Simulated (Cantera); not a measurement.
Charge: 1 mol PbO, 3 mol O2, 4.1 mol H2, equilibrated at 1.00 mbar.

Method: chemical equilibrium by Gibbs-energy minimisation in Cantera with the NASA 1993 tables (ideal gas, pure condensed phases). Candidate condensed phases: H2O, Pb, PbO, PbO2, Pb3O4; 12 gas species. Gases not in the tables: (PbO)n polymers. Equilibrium is a limit: real reactors are often held back by kinetics, nucleation or transport.

Question: Which condensed phases are stable at each of these points (T (°C)): 877, 927, 977, 1027, 1077, 1127, 1177, 1227, 1277?

Answer: 
```
T (°C)  condensed phases  Pb condensed (%)
------  ----------------  ----------------
877          PbO(yellow)              88.0
927               PbO(l)              61.8
977             gas only               0.0
1027            gas only               0.0
1077            gas only               0.0
1127            gas only               0.0
1177            gas only               0.0
1227            gas only               0.0
1277            gas only               0.0
```

At 877 °C the condensed part is PbO(yellow). At 927 °C the condensed part is PbO(l). From 977 °C to 1277 °C nothing is condensed.
